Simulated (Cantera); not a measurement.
A closed system holds: 1 mol toluene, 0.015 mol NH₃, equilibrated at 2273 K.

Cantera equilibrium calculation (NASA polynomials, part measured and part estimated; ideal gas, pure solids and liquids). Candidate condensed phases: C, C₆H₆, C₇H₈, C₈H₁₈; 92 gas species. Kinetics and transport are ignored.

Q: At 0.400 bar, list the 7 most abundant gas species with their mole fractions, and the condensed phases.

A: H₂ 0.980, H 0.0132, C₂H₂ (acetylene) 0.00370, HCN 0.00128, N₂ 0.00115, HNC 0.000112, CH₄ 8.68e-5. Condensed: C(graphite).
